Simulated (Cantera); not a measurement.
Input (Python, Cantera):

```python
import numpy as np
import cantera as ct

gas = ct.Solution("gri30.yaml")
gas.TPX = 1350, 101325, {'C2H6': 1, 'N2': 7.1}
inlet = ct.Reservoir(gas, clone=True)

reactor = ct.IdealGasConstPressureReactor(gas, energy="off", clone=False)
exhaust = ct.Reservoir(gas, clone=True)
tau = [0.36, 0.17, 0.077, 0.036, 0.017, 0.0079, 0.0037, 0.0017][0]
for a, b in ((inlet, reactor), (reactor, exhaust)):
    ct.MassFlowController(a, b, mdot=lambda t: reactor.mass / tau)
net = ct.ReactorNet([reactor])
show = ['C2H6', 'CH4', 'C2H', 'H2', 'CH2']

rows = []
print(f"{'tau/s':>10s}{'T/K':>9s}" + "".join(f"{s:>11s}" for s in show))
for tau in [0.36, 0.17, 0.077, 0.036, 0.017, 0.0079, 0.0037, 0.0017]:
    net.initial_time = 0.0
    net.advance(30 * tau)
    before = gas.X
    net.advance(40 * tau)
    drift = np.max(np.abs(gas.X - before) / (gas.X + 1e-9))
    rows.append([gas.T, *gas[show].X, drift])
    print(f"{tau:10.3e}{gas.T:9.1f}" + "".join(f"{x:11.3e}" for x in gas[show].X))
```

It prints:

```
     tau/s      T/K       C2H6        CH4        C2H         H2        CH2
 3.600e-01   1350.0  9.772e-04  2.972e-02  1.863e-09  1.404e-01  6.926e-10
 1.700e-01   1350.0  1.599e-03  2.833e-02  2.282e-09  1.384e-01  1.105e-09
 7.700e-02   1350.0  2.778e-03  2.749e-02  2.691e-09  1.332e-01  1.836e-09
 3.600e-02   1350.0  4.874e-03  2.689e-02  2.946e-09  1.249e-01  3.029e-09
 1.700e-02   1350.0  8.719e-03  2.591e-02  2.932e-09  1.131e-01  5.001e-09
 7.900e-03   1350.0  1.609e-02  2.376e-02  2.547e-09  9.773e-02  8.283e-09
 3.700e-03   1350.0  2.937e-02  1.976e-02  1.850e-09  7.934e-02  1.310e-08
 1.700e-03   1350.0  5.118e-02  1.380e-02  1.086e-09  5.752e-02  1.908e-08
```

Detailed kinetics in Cantera: GRI-Mech 3.0 (53 species, 325 reactions). GRI-Mech 3.0 stops at C3 and has no aromatics, soot or wall deposition, so with more carbon than oxygen in the feed, carbon stays in small species such as C2H2 where larger ones or solid carbon would form.
